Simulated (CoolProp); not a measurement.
CH2F2 (R32) at 264.88 K and 1.02 MPa is throttled through a valve to 0.178 MPa with no heat exchange. Each further row changes one setting.

Computed with CoolProp (reference Helmholtz-energy equation of state, Tillner-Roth 1997).

```tsv
case	temperature change (K)	final phase	final density (kg/m³)
as stated	-31.7	two-phase, vapour fraction 0.142	34.8
outlet pressure 0.0534 MPa	-55.2	two-phase, vapour fraction 0.228	7.16
outlet pressure 0.231 MPa	-25.7	two-phase, vapour fraction 0.119	52.7
```
